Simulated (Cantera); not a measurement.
# Si + Br₂ + N₂ (silicon etching in halogen gases)

Feed: 1 mol Si, 0.69 mol Br₂, 31 mol N₂, equilibrated at 2.80 Pa.

Equilibrium computed with Cantera from the NASA thermochemical tables; the gas is ideal and each condensed phase is pure. Candidate condensed phases: Br₂, Si, Si₃N₄; 13 gas species. N₂ is the only nitrogen source here; it is nearly inert below about 1500 K, so the nitride shown seldom forms there in practice. The tables' values for SiBr₃, SiBr are old estimates; treat these amounts as uncertain. The numbers say what is thermodynamically allowed, not how fast it happens.

| T (°C) | x N₂ | x Br | x SiBr₂ | x SiBr₄ | x SiBr₃ | x SiBr | x Si | n Si₃N₄(s) | n Si(s) |
|---|---|---|---|---|---|---|---|---|---|
| 300 | 0.989 | 1.48e-9 | <1e-12 | 0.0112 | 2.67e-11 | <1e-12 | <1e-12 | 0.218 | 0 |
| 450 | 0.989 | 1.19e-6 | 8.84e-10 | 0.0112 | 4.58e-8 | <1e-12 | <1e-12 | 0.218 | 0 |
| 600 | 0.989 | 9.67e-5 | 2.39e-6 | 0.0111 | 5.94e-6 | <1e-12 | <1e-12 | 0.219 | 0 |
| 750 | 0.987 | 0.00213 | 0.000592 | 0.0102 | 0.000171 | 6.71e-11 | <1e-12 | 0.220 | 0 |
| 900 | 0.973 | 0.0127 | 0.0125 | 0.00121 | 0.000438 | 9.95e-8 | 1.03e-10 | 0.185 | 0 |
| 1050 | 0.970 | 0.0165 | 0.0135 | 2.58e-6 | 3.05e-5 | 8.89e-6 | 3.28e-7 | 0.190 | 0 |
| 1200 | 0.969 | 0.0189 | 0.0120 | 1.38e-8 | 2.82e-6 | 0.000285 | 0.000196 | 0 | 0.602 |
x: gas mole fraction; n: condensed amount in mol.

From 300 °C to 1050 °C the condensed part is Si₃N₄(s). At 1200 °C the condensed part is Si(s). The main Si-bearing gas is SiBr₄ at 300 °C and SiBr₂ at 1200 °C. The share of Si in condensed phases is highest at 750 °C (66.1 %) and lowest at 900 °C (55.5 %).
